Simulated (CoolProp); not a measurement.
Vapour-liquid equilibrium of isobutene (1) + acetone (2) at 295.4 K; x and y are mole fractions of (1).

Model: multi-fluid Helmholtz-energy mixture model, Lemmon 2005 and Lemmon 2006; pair parameters Bell 2016, in CoolProp.

```csv
x,bubble pressure (kPa),y at the bubble point,dew pressure at overall composition x (kPa),liquid density (mol/L)
0.05,60.33,0.562,28.67,13.38
0.125,102.8,0.756,31.07,13.12
0.2,136.8,0.826,33.91,12.85
0.275,163.2,0.861,37.30,12.60
0.35,183.3,0.882,41.45,12.35
0.425,…,0.897,46.61,12.10
0.5,210.6,…,53.24,11.87
0.575,220.6,0.916,62.05,11.64
0.65,…,0.925,74.31,11.42
0.725,…,0.935,92.52,11.21
0.8,248.4,0.946,122.1,11.01
0.875,259.2,0.961,175.9,10.82
0.95,271.4,0.982,251.3,10.65
```

Task: Some entries are withheld; supply them.

Result: 
- 0.425, bubble pressure (kPa): 198.6
- 0.5, y at the bubble point: 0.907
- 0.65, bubble pressure (kPa): 229.6
- 0.725, bubble pressure (kPa): 238.7

No azeotrope shows between x = 0.05 and 0.95.

Pair parameters are fitted to limited data, so mixtures are less certain than the pure fluids. With so large a gap from Raoult's law the liquid may split in two, which this calculation doesn't test in full.
